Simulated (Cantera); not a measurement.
Charge: 1 mol CaCO3, 0.068 mol C, 13 mol O2, 0.053 mol CH4, equilibrated at 9.75 Torr.

Method: chemical equilibrium by Gibbs-energy minimisation in Cantera with the NASA 1993 tables (ideal gas, pure condensed phases). Candidate condensed phases: C, C6H6, C7H8, C8H18, Ca, CaCO3, CaO, Ca(OH)2, H2O; 115 gas species. The numbers say what is thermodynamically allowed, not how fast it happens.

log p: log10 of the partial pressure in bar; n: condensed amount in mol.

```json
[
 {"T (°C)": "577", "log p O2": "-1.93", "log p CO2": "-2.98", "log p H2O": "-4.01", "log p O": "-13.09", "log p OH": "-10.25", "log p CO": "<-13", "n CaO(s)": "1.00"},
 {"T (°C)": "677", "log p O2": "-1.93", "log p CO2": "-2.98", "log p H2O": "-4.01", "log p O": "-11.46", "log p OH": "-9.20", "log p CO": "-13.01", "n CaO(s)": "1.00"},
 {"T (°C)": "777", "log p O2": "-1.93", "log p CO2": "-2.98", "log p H2O": "-4.01", "log p O": "-10.14", "log p OH": "-8.35", "log p CO": "-11.53", "n CaO(s)": "1.00"},
 {"T (°C)": "877", "log p O2": "-1.93", "log p CO2": "-2.98", "log p H2O": "-4.01", "log p O": "-9.04", "log p OH": "-7.65", "log p CO": "-10.31", "n CaO(s)": "1.00"},
 {"T (°C)": "977", "log p O2": "-1.93", "log p CO2": "-2.98", "log p H2O": "-4.01", "log p O": "(withheld)", "log p OH": "(withheld)", "log p CO": "(withheld)", "n CaO(s)": "1.00"},
 {"T (°C)": "1077", "log p O2": "-1.93", "log p CO2": "-2.98", "log p H2O": "-4.01", "log p O": "-7.34", "log p OH": "-6.55", "log p CO": "-8.42", "n CaO(s)": "1.00"},
 {"T (°C)": "1177", "log p O2": "-1.93", "log p CO2": "-2.98", "log p H2O": "-4.01", "log p O": "(withheld)", "log p OH": "(withheld)", "log p CO": "(withheld)", "n CaO(s)": "1.00"},
 {"T (°C)": "1277", "log p O2": "-1.93", "log p CO2": "-2.98", "log p H2O": "-4.01", "log p O": "-6.07", "log p OH": "-5.74", "log p CO": "-7.02", "n CaO(s)": "1.00"},
 {"T (°C)": "1377", "log p O2": "-1.93", "log p CO2": "-2.98", "log p H2O": "-4.02", "log p O": "-5.55", "log p OH": "-5.41", "log p CO": "-6.45", "n CaO(s)": "1.00"},
 {"T (°C)": "1477", "log p O2": "-1.93", "log p CO2": "-2.98", "log p H2O": "-4.03", "log p O": "-5.09", "log p OH": "-5.12", "log p CO": "-5.94", "n CaO(s)": "1.000"},
 {"T (°C)": "1577", "log p O2": "-1.93", "log p CO2": "-2.99", "log p H2O": "-4.04", "log p O": "-4.68", "log p OH": "-4.87", "log p CO": "-5.49", "n CaO(s)": "1.000"}
]
```

Task: Fill in the missing entries.

Result: 
- 977, log p O: -8.12
- 977, log p OH: -7.06
- 977, log p CO: -9.29
- 1177, log p O: -6.66
- 1177, log p OH: -6.12
- 1177, log p CO: -7.67
